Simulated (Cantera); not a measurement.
Equilibrium for roasting and sulfation: FeS + SO3 + O2

Input: 1 mol FeS, 0.51 mol SO3, 6.1 mol O2, equilibrated at 1075 °C and 315 Torr.

These are equilibrium values from Cantera (NASA tables, ideal gas, pure condensed phases), not measurements of a reactor. Candidate condensed phases: Fe, FeO, FeS, FeSO4, FeS2, Fe2O3, Fe2(SO4)3, Fe3O4, S; 12 gas species. Rates play no part.

```yaml
x(O2): 0.752
x(SO2): 0.237
x(SO3): 0.0118
n(Fe2O3(s)): 0.500 mol
gas_amount: 6.079 mol
log10 activity of Fe(γ) (absent): -8.84
log10 activity of S(l) (absent): -11.73
```
